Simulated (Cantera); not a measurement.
Cantera run, input and output.

```python
import numpy as np
import cantera as ct

gas = ct.Solution("gri30.yaml")
gas.TPX = 1325, 74000, {'CH4': 0.017, 'O2': 0.008, 'N2': 1}
reactor = ct.IdealGasConstPressureReactor(gas, energy="off", clone=False)
net = ct.ReactorNet([reactor])
net.rtol, net.atol = 1e-08, 1e-18
show = ['CH4', 'O2', 'CO', 'OH', 'C2H']
times = np.geomspace(0.0006, 200, 10)

steps = ct.SolutionArray(gas, extra=["t"])
rows = []
print(f"{'t/s':>10s}{'T/K':>9s}{'P/Pa':>11s}" + "".join(f"{s:>11s}" for s in show))
for t in times:
    while net.time < t:
        t_next = net.step()
        steps.append(gas.state, t=t_next)
    rows.append([np.interp(t, steps.t, y) for y in (steps.T, steps.P, *steps(*show).X.T)])
    print(f"{t:10.3e}{rows[-1][0]:9.1f}{rows[-1][1]:11.4g}" + "".join(f"{x:11.3e}" for x in rows[-1][2:]))
rate = np.gradient(steps.T, steps.t)
print("integrator steps:", len(steps.t))
if steps.T.max() > steps.T[0] + 200:
    print(f"time of steepest temperature rise: {steps.t[rate.argmax()]:.4e} s")
gas.TPX = 1325, 74000, {'CH4': 0.017, 'O2': 0.008, 'N2': 1}
gas.equilibrate("TP")
print(f"equilibrium (TP): T = {gas.T:.1f} K  " + "  ".join(f"{s} {gas[s].X[0]:.3e}" for s in show))
```

Output:

```
       t/s      T/K       P/Pa        CH4         O2         CO         OH        C2H
 6.000e-04   1325.0    7.4e+04  1.659e-02  7.805e-03  1.251e-12  9.169e-11  4.391e-26
 2.465e-03   1325.0    7.4e+04  1.658e-02  7.805e-03  1.022e-10  2.505e-10  4.348e-23
 1.013e-02   1325.0    7.4e+04  1.658e-02  7.804e-03  1.353e-08  6.533e-10  4.756e-20
 4.160e-02   1325.0    7.4e+04  1.656e-02  7.795e-03  9.200e-07  1.168e-09  1.255e-17
 1.709e-01   1325.0    7.4e+04  1.639e-02  7.713e-03  3.717e-05  3.185e-09  3.431e-15
 7.021e-01   1325.0    7.4e+04  1.389e-02  6.311e-03  9.843e-04  2.040e-08  5.906e-12
 2.884e+00   1325.0    7.4e+04  6.153e-03  1.202e-04  5.762e-03  3.559e-09  2.858e-11
 1.185e+01   1325.0    7.4e+04  5.752e-03  1.713e-06  5.698e-03  1.616e-09  1.555e-11
 4.868e+01   1325.0    7.4e+04  4.868e-03  2.052e-13  5.362e-03  1.499e-09  1.797e-11
 2.000e+02   1325.0    7.4e+04  2.989e-03  1.081e-15  5.286e-03  1.423e-09  2.381e-11
integrator steps: 1877
equilibrium (TP): T = 1325.0 K  CH4 6.533e-05  O2 9.135e-25  CO 1.524e-02  OH 3.032e-14  C2H 2.763e-14
```

Cantera simulation using GRI-Mech 3.0 (53 species, 325 reactions); the numbers are that mechanism's predictions, not measurements.
